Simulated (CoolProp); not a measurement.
Vapour-liquid equilibrium of R113 (1) + n-heptane (2) at 9.45 °C; x and y are mole fractions of (1).

Model: multi-fluid Helmholtz-energy mixture model, Marx 1992 and Span 2003; pair parameters Bell 2016, in CoolProp.

| x | bubble pressure (MPa) | y at the bubble point | dew pressure at overall composition x (MPa) | liquid density (mol/L) |
|---|---|---|---|---|
| 0.05 | 0.004143 | 0.388 | 0.002791 | 6.979 |
| 0.125 | 0.006263 | 0.625 | 0.003009 | 7.081 |
| 0.2 | 0.008241 | 0.737 | 0.003264 | 7.187 |
| 0.275 | ___ | 0.803 | 0.003566 | 7.294 |
| 0.35 | 0.01175 | 0.846 | 0.003929 | 7.405 |
| 0.425 | 0.01329 | 0.876 | 0.004374 | 7.519 |
| 0.5 | 0.01472 | 0.900 | 0.004932 | 7.637 |
| 0.575 | 0.01606 | 0.919 | 0.005652 | 7.759 |
| 0.65 | ___ | 0.935 | 0.006615 | ___ |
| 0.725 | 0.01859 | 0.950 | 0.007965 | 8.014 |
| 0.8 | 0.01983 | 0.963 | 0.009979 | 8.150 |
| 0.875 | 0.02110 | 0.977 | 0.01322 | ___ |
| 0.95 | 0.02242 | ___ | ___ | 8.437 |

Q: Complete the blanks.

A: 
- 0.275, bubble pressure (MPa): 0.01007
- 0.65, bubble pressure (MPa): 0.01734
- 0.65, liquid density (mol/L): 7.884
- 0.875, liquid density (mol/L): 8.290
- 0.95, y at the bubble point: 0.990
- 0.95, dew pressure at overall composition x (MPa): 0.01863

No azeotrope shows between x = 0.05 and 0.95.

Pair parameters are fitted to limited data, so mixtures are less certain than the pure fluids.
